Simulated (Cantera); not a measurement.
What does this Cantera script print?

```python
import numpy as np
import cantera as ct

gas_names = """
    F F2 H HF H2 H2F2 H3F3 H4F4 H5F5 H6F6 H7F7 N NF NF2 NF3 NH NH2 NH3 N2 N2H2 N2H4 Si SiF SiF2 SiF3
    SiF4 SiH SiHF3 SiH2 SiH2F2 SiH3 SiH3F SiH4 SiN Si2 Si2N Si3
""".split()
cond_names = """
    Si(cr) Si(L) Si3N4(a)
""".split()


# ... load() reads the species with a 1 bar reference pressure and builds the phases ...
atoms = {
    'SiF4': {'Si': 1, 'F': 4},
    'N2': {'N': 2},
    'H2': {'H': 2},
}
top_T = {'Si3N4(a)': 2400}  # K; cautious upper limits of use, not melting points


# ... equilibrate(T, P, feed) seeds the gas with the atoms and calls Mixture.equilibrate('TP', solver="vcs", rtol=1e-11, max_steps=5000) ...
results = []
feed = {'SiF4': 1, 'N2': 21, 'H2': 21}  # mol
T = 1100  # K
P = 133.322  # Pa
mix = equilibrate(T, P, feed)
results.append((T, P, feed, dict(zip(mix.species_names, mix.species_moles))))
print(gas.report(threshold=1e-05))
for i in range(1, mix.n_phases):
    print(f"{mix.phase(i).name:16s} {mix.phase_moles(i):12.5e} mol")
```

It prints:

```
       temperature   1100 K
          pressure   133.32 Pa
           density   0.00024887 kg/m^3
  mean mol. weight   17.073 kg/kmol
   phase of matter   gas

                          1 kg             1 kmol
                     ---------------   ---------------
          enthalpy       -7.0075e+05       -1.1964e+07  J
   internal energy       -1.2365e+06       -2.1109e+07  J
           entropy             15613        2.6655e+05  J/K
    Gibbs function       -1.7875e+07       -3.0517e+08  J
 heat capacity c_p            1964.7             33542  J/K
 heat capacity c_v            1477.7             25228  J/K

                      mass frac. Y      mole frac. X     chem. pot. / RT
                     ---------------   ---------------   ---------------
                HF         0.0013677         0.0011672           -66.103
                H2          0.057588           0.48768           -25.086
                N2           0.80099           0.48815           -32.451
              SiF3        0.00039835        7.9935e-05           -173.49
              SiF4           0.13919          0.022833           -227.05
             SiHF3        0.00045967        9.1159e-05           -186.04
     [  +31 minor]        2.4696e-06        1.1942e-06

Si(cr)            0.00000e+00 mol
Si3N4(a)          3.56536e-03 mol
```

These are equilibrium values from Cantera (NASA tables, ideal gas, pure condensed phases), not measurements of a reactor. N2 is the only nitrogen source here; it is nearly inert below about 1500 K, so the nitride shown seldom forms there in practice. The tables' values for SiF3 are old estimates; treat these amounts as uncertain.
